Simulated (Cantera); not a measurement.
A closed system holds: 1 mol Si₃N₄, 0.0081 mol O₂, 580 mol N₂, at 1450 K and 0.300 bar.

These are equilibrium values from Cantera (NASA tables, ideal gas, pure condensed phases), not measurements of a reactor. Candidate condensed phases: Si, SiO₂, Si₂N₂O, Si₃N₄; 16 gas species. Mutual solubility and eutectic melting of coexisting phases are not modelled. Equilibrium is a limit: real reactors are often held back by kinetics, nucleation or transport.

Question: What is the equilibrium state?

Answer: 
```json
{
  "x(N₂)": "1.00",
  "n(Si₂N₂O(s))": "0.0162 mol",
  "n(Si₃N₄(s))": "0.989 mol",
  "gas_amount": "580.0 mol",
  "log10 activity of Si(s) (absent)": "-2.83"
}
```
